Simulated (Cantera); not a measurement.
What does this Cantera script print?

```python
import numpy as np
import cantera as ct

gas_names = """
    H H2 N NH NH2 NH3 N2 N2H2 N2H4 Si SiH SiH2 SiH3 SiH4 SiN Si2 Si2N Si3
""".split()
cond_names = """
    Si(cr) Si(L) Si3N4(a)
""".split()


# ... load() reads the species with a 1 bar reference pressure and builds the phases ...
atoms = {
    'Si3N4': {'Si': 3, 'N': 4},
    'H2': {'H': 2},
}
top_T = {'Si3N4(a)': 2400}  # K; cautious upper limits of use, not melting points


# ... equilibrate(T, P, feed) seeds the gas with the atoms and calls Mixture.equilibrate('TP', solver="vcs", rtol=1e-11, max_steps=5000) ...
results = []
feed = {'Si3N4': 1, 'H2': 11}  # mol
T = 1073  # K
P = 2300  # Pa
mix = equilibrate(T, P, feed)
results.append((T, P, feed, dict(zip(mix.species_names, mix.species_moles))))
x = sorted(zip(gas.X, gas.species_names), reverse=True)
print(f"T = {T:g} K  P = {P:g} Pa  gas = {mix.phase_moles(0):.4g} mol")
print("   x: " + "  ".join(f"{s} {v:.3e}" for v, s in x if v > 1e-05))
print("   condensed (mol): " + ("  ".join(f"{mix.phase(i).name} {mix.phase_moles(i):.4g}"
      for i in range(1, mix.n_phases) if mix.phase_moles(i) > 1e-12) or "none"))
```

It prints:

```
T = 1073 K  P = 2300 Pa  gas = 11 mol
   x: H2 1.000e+00
   condensed (mol): Si(cr) 1.233e-07  Si3N4(a) 1
```

Method: chemical equilibrium by Gibbs-energy minimisation in Cantera with the NASA 1993 tables (ideal gas, pure condensed phases).
